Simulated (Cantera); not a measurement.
Input: 1 mol BF3, 2.5 mol H2, held at 100000 Pa.

Cantera equilibrium calculation (NASA polynomials, part measured and part estimated; ideal gas, pure solids and liquids). Candidate condensed phases: B; 20 gas species. The tables' values for BF2 are old estimates; treat these amounts as uncertain. The numbers say what is thermodynamically allowed, not how fast it happens.

x: gas mole fraction; nothing condenses.

```
T (K)   x H2  x BF3        x HF      x BHF2     x BF2        x BF
-----  -----  -----  ----------  ----------  --------  ----------
775    0.714  0.286    0.000120    0.000120  1.58e-10      <1e-12
875    0.714  0.285    0.000365    0.000365   6.54e-9      <1e-12
975    0.713  0.285    0.000876    0.000876   1.25e-7    3.22e-12
1075   0.713  0.284     0.00178     0.00178   1.38e-6    1.73e-10
1175   0.711  0.283     0.00319     0.00318   1.01e-5     4.70e-9
1275   0.709  0.280  (withheld)  (withheld)   5.33e-5  (withheld)
1375   0.706  0.278     0.00796     0.00774  0.000219     7.90e-7
1475   0.703  0.274      0.0116      0.0108  0.000730     5.88e-6
1575   0.698  0.269      0.0162      0.0141   0.00204     3.25e-5
1675   0.693  0.263  (withheld)  (withheld)   0.00485  (withheld)
1775   0.685  0.254      0.0306      0.0197    0.0100    0.000459
1875   0.675  0.242      0.0417      0.0210    0.0182     0.00124
```

Problem. Complete the blanks.

Solution. 
- 1675, x HF: 0.0224
- 1675, x BHF2: 0.0172
- 1675, x BF: 0.000138
- 1275, x HF: 0.00522
- 1275, x BHF2: 0.00517
- 1275, x BF: 7.51e-8
